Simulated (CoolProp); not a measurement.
C3F8 (R218) at 293.15 K and 2.55 MPa flows at 0.082 m/s in a round tube of 10 mm bore and 0.25 µm roughness, fully developed (64/Re and Nu = 3.66 if laminar; Colebrook and Gnielinski if turbulent). Each further row changes one setting.

Model: reference Helmholtz-energy equation of state, Lemmon 2006, in CoolProp. It is a short technical equation, of lower accuracy than the large ones.

```tsv
case	Reynolds number	Darcy friction factor	pressure drop (Pa/m)	heat-transfer coefficient (W/(m² K))	mass flow (kg/h)
as stated	___	___	___	___	31.9
velocity 0.164 m/s	11600	0.0297	55.1	367	___
diameter 20 mm	11600	0.0297	6.88	183	___
```

Problem. What belongs in the gaps?

Solution. 
- as stated, Reynolds number: 5810
- as stated, Darcy friction factor: 0.0359
- as stated, pressure drop (Pa/m): 16.6
- as stated, heat-transfer coefficient (W/(m² K)): 190
- velocity 0.164 m/s, mass flow (kg/h): 63.9
- diameter 20 mm, mass flow (kg/h): 128

Viscosity comes from a separate model (Huber 2003), an estimate that may be off by 10 % or more. Thermal conductivity comes from a separate model (Huber 2003), an estimate that may be off by 10 % or more.
